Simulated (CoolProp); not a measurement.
Computed with CoolProp (reference Helmholtz-energy equation of state, Lemmon 2013).

Task: Give the vapour pressure (MPa), vapour density (kg/m³), enthalpy of vaporisation (kJ/kg), liquid cp (kJ/(kg K)) of saturated propylene at 249.5, 261, 295.6 K.

Result: 
| T (K) | p (MPa) | vapour density (kg/m³) | enthalpy of vaporisation (kJ/kg) | liquid cp (kJ/(kg K)) |
|---|---|---|---|---|
| 249.5 | 0.268 | 5.86 | 410 | 2.30 |
| 261 | 0.399 | 8.54 | 395 | 2.36 |
| 295.6 | 1.08 | 22.8 | 340 | 2.64 |
